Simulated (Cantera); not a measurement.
A closed system holds: 1 mol Cr, 0.33 mol NH3, 84 mol N2, at 1723.15 K and 101000 Pa.

Method: chemical equilibrium by Gibbs-energy minimisation in Cantera with the NASA 1993 tables (ideal gas, pure condensed phases). Candidate condensed phases: Cr, CrN, Cr2N; 11 gas species. Rates play no part.

Base state: N2 0.994, H2 0.00586, Cr 2.53e-5, H 1.39e-5 (mole fractions); condensed: Cr2N(s).

What changes in the equilibrium state with this change: NH3 from 0.33 to 5.9 mol?


```tsv
species	before	after
N2	0.994	0.907
H2	0.00586	0.0926
H	1.39e-5	5.52e-5
Cr	2.53e-5	2.59e-5
Cr2N(s), mol	0.499	0.499
```

What changes in the equilibrium state with this change: temperature from 1723.15 K to 2348.15 K?


```json
[
 {"species": "N2", "before": "0.994", "after": "0.982"},
 {"species": "Cr", "before": "2.53e-5", "after": "0.0117"},
 {"species": "H2", "before": "0.00586", "after": "0.00533"},
 {"species": "H", "before": "1.39e-5", "after": "0.000896"},
 {"species": "Cr2N(s), mol", "before": "0.499", "after": "0"}
]
```
